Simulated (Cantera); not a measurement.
Charge: 1 mol SiH2Cl2, 0.047 mol HCl, 36 mol H2, at 1.00 bar.

These are equilibrium values from Cantera (NASA tables, ideal gas, pure condensed phases), not measurements of a reactor. Candidate condensed phases: Si; 19 gas species. Gases not in the tables: Si2H6 and higher silanes. Rates play no part.

### Question
Which condensed phases are stable at each of these points (T (°C)): 927, 1002, 1077, 1152, 1227, 1302, 1377, 1452?

### Answer
| T (°C) | condensed phases | Si condensed (%) |
|---|---|---|
| 927 | Si(s) | 60.4 |
| 1002 | Si(s) | 66.6 |
| 1077 | Si(s) | 71.3 |
| 1152 | Si(s) | 74.0 |
| 1227 | Si(s) | 75.1 |
| 1302 | Si(s) | 75.3 |
| 1377 | Si(s) | 75.1 |
| 1452 | Si(l) | 75.8 |

From 927 °C to 1377 °C the condensed part is Si(s). At 1452 °C the condensed part is Si(l).
